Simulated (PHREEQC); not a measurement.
A column of 0.1 m (30 cells, dispersivity 0.005 m, 60 s a shift, diffusion coefficient 3e-10 m²/s) holds 0.0089 eq of the database's cation exchanger X per kg of pore water, first in equilibrium with 0.018 mol NaCl and 1e-05 mol HCl per kg of water. It is flushed with 0.00045 mol (NH4)2SO4, 0.0042 mol KCl and 1e-05 mol HCl per kg of water, at 15 °C. Values are for the last cell. No CO2 enters from the air. No solid was allowed to form.

Base run: PHREEQC, ion-association model, phreeqc.dat. Each further column changes one thing. The table gives NH4 in solution (mol/kgw).

```
pore volumes      base  exchange capacity from 0.0089 to 0.0044 eq/kgw  dispersivity from 0.005 to 0.01 m
------------  --------  ----------------------------------------------  ---------------------------------
0                    0                                               0                                  0
0.8167         2.57e-9                                         1.11e-6                            2.29e-7
1.617          1.99e-7                                        0.000254                            8.95e-6
2.217          2.05e-5                                        0.000906                           0.000153
3.017          0.00102                                        0.000912                           0.000868
3.817         0.000960                                        0.000902                           0.000939
4.417         0.000922                                        0.000900                           0.000928
5.217         0.000906                                        0.000900                           0.000913
6.017         0.000901                                        0.000900                           0.000906
```
